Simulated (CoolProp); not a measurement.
Aqueous sodium chloride as a coolant, at 30 °C, 1 atm.

Values from CoolProp's Melinder's fits for secondary coolants.

| mass % | freezing point (°C) | cp (kJ/(kg K)) | density (kg/m³) | Prandtl number | viscosity (mPa s) |
|---|---|---|---|---|---|
| 4.6 | -2.8 | 3.955 | 1028 | 5.59 | 0.862 |
| 6.3 | -3.9 | 3.882 | 1040 | 5.68 | 0.891 |
| 8 | -5.1 | 3.813 | 1052 | 5.79 | 0.922 |
| 9.7 | -6.3 | 3.747 | 1065 | 5.91 | 0.954 |
| 11.4 | -7.7 | 3.685 | 1077 | 6.05 | 0.990 |
| 13.1 | -9.1 | 3.626 | 1090 | 6.20 | 1.03 |
| 14.8 | -10.7 | 3.570 | 1103 | 6.38 | 1.07 |
| 16.5 | -12.4 | 3.517 | 1116 | 6.58 | 1.12 |
| 18.2 | -14.3 | 3.468 | 1129 | 6.82 | 1.17 |
| 19.9 | -16.3 | 3.421 | 1142 | 7.11 | 1.23 |
